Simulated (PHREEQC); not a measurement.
Consider water at 25 °C with 0.003 mol H3BO3, 0.00086 mol SrCl2 and 1.4e-05 mol H4SiO4 per kg of water. Closed to the air; pH follows from the charge balance.

Computed with PHREEQC (ion-association model, phreeqc.dat).

Question: The ionic strength comes out as 0.00258 mol/kgw. What activity coefficients do Sr+2, Cl-, H+, H2BO3- get?

Answer: Sr+2 0.80, Cl- 0.95, H+ 0.95, H2BO3- 0.95.

This is a speciation only: nothing precipitates in the calculation. Complexes and solids missing from the database can't appear.
